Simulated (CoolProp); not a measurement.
Vapour-liquid equilibrium of methanol (1) + dimethyl carbonate (2) at 0.0643 MPa; x and y are mole fractions of (1).

Model: multi-fluid Helmholtz-energy mixture model, de Reuck 1993 and Zhou 2011; pair parameters Bell 2016, in CoolProp.

| x | bubble temperature, mixture model (K) | bubble temperature, Raoult's law (K) | y, mixture model | y, Raoult's law |
|---|---|---|---|---|
| 0.05 | 342.8 | 347.6 | 0.241 | 0.115 |
| 0.15 | 335.1 | 344.1 | 0.474 | 0.303 |
| 0.25 | 331.1 | 341.0 | 0.584 | 0.450 |
| 0.35 | 328.8 | 338.4 | 0.647 | 0.568 |
| 0.45 | 327.4 | 336.0 | 0.689 | 0.666 |
| 0.55 | 326.6 | 333.9 | 0.722 | 0.748 |
| 0.65 | 326.0 | 332.0 | 0.754 | 0.818 |
| 0.75 | 325.6 | 330.3 | 0.791 | 0.879 |
| 0.85 | 325.5 | 328.7 | 0.843 | 0.932 |
| 0.95 | 325.9 | 327.2 | 0.931 | 0.979 |

The largest gap from Raoult's law is -9.9 K in bubble temperature, at x = 0.25. y crosses x between x = 0.75 and 0.85: the model has an azeotrope there.

Pair parameters are fitted to limited data, so mixtures are less certain than the pure fluids.
